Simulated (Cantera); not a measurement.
Input: 1 mol SiH4, 0.55 mol N2, held at 1748 K and 34.0 Pa.

Cantera equilibrium calculation (NASA polynomials, part measured and part estimated; ideal gas, pure solids and liquids). Candidate condensed phases: Si, Si3N4; 18 gas species. The tables' values for SiN are old estimates; treat these amounts as uncertain. Gases not in the tables: Si2H6 and higher silanes. Kinetics and transport are ignored.

Base state: H2 0.771, N2 0.214, H 0.0109, Si 0.00428, SiH 9.23e-5, Si2N 3.23e-5, Si2 2.20e-5, SiN 1.89e-5 (mole fractions); condensed: Si(l).

What changes in the equilibrium state with this change: SiH4 replaced by SiF4?


```json
[
 {"species": "SiF4", "before": "0", "after": "0.644"},
 {"species": "N2", "before": "0.214", "after": "0.355"},
 {"species": "F", "before": "0", "after": "0.000549"},
 {"species": "H2", "before": "0.771", "after": "0"},
 {"species": "H", "before": "0.0109", "after": "0"},
 {"species": "Si", "before": "0.00428", "after": "<1e-9"},
 {"species": "SiF3", "before": "0", "after": "0.000549"},
 {"species": "SiH", "before": "9.23e-5", "after": "0"},
 {"species": "Si(l), mol", "before": "0.988", "after": "0"}
]
```
The tables' values for SiF3 are old estimates; treat these amounts as uncertain.

What changes in the equilibrium state with this change: pressure from 34.0 Pa to 0.100 bar?


```csv
species,before,after
H2,0.771,0.963
N2,0.214,0.0367
H,0.0109,0.000709
SiH2,1.58e-5,1.98e-5
Si2,2.20e-5,7.48e-8
Si,0.00428,1.46e-5
"Si(l), mol",0.988,0.289
"Si3N4(s), mol",0,0.237
```
Mutual solubility and eutectic melting of coexisting phases are not modelled.
